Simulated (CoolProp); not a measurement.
Oxygen at 298.15 K and 12.6 MPa flows at 16 m/s in a round tube of 12.7 mm bore and 1.5 µm roughness, fully developed (64/Re and Nu = 3.66 if laminar; Colebrook and Gnielinski if turbulent). Each further row changes one setting.

The numbers come from the reference Helmholtz-energy equation of state, Schmidt 1985 in CoolProp.

```tsv
case	Reynolds number	Darcy friction factor	pressure drop (Pa/m)	heat-transfer coefficient (W/(m² K))	mass flow (kg/h)
as stated	1460000	0.0133	23100	…	1260
velocity 32 m/s	2920000	0.0129	89400	10700	2510
diameter 25.4 mm	2920000	0.0117	…	…	5020
```

What belongs in the gaps?


- as stated, heat-transfer coefficient (W/(m² K)): 5540
- diameter 25.4 mm, pressure drop (Pa/m): 10100
- diameter 25.4 mm, heat-transfer coefficient (W/(m² K)): 4850

Viscosity comes from a separate model (Lemmon 2004). Thermal conductivity comes from a separate model (Lemmon 2004).
